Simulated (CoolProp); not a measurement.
Vapour-liquid equilibrium of CF4 (R14) (1) + CHF3 (R23) (2) at 169.8 K; x and y are mole fractions of (1).

Model: multi-fluid Helmholtz-energy mixture model, Platzer 1990 and Penoncello 2003; pair parameters Bell 2016, in CoolProp. This equation is an older, rougher fit; its heat capacities, sound speeds and derivatives of the liquid may be far off and weren't checked against measurements.

Task: Give the bubble pressure and the first vapour's composition at x = 0.125, 0.35, 0.95. Is there an azeotrope?

Result: x = 0.125: 2.037 bar, y = 0.885; x = 0.35: 3.300 bar, y = 0.934; x = 0.95: 4.215 bar, y = 0.984. No azeotrope shows between x = 0.05 and 0.95.

Pair parameters are fitted to limited data, so mixtures are less certain than the pure fluids. With so large a gap from Raoult's law the liquid may split in two, which this calculation doesn't test in full.
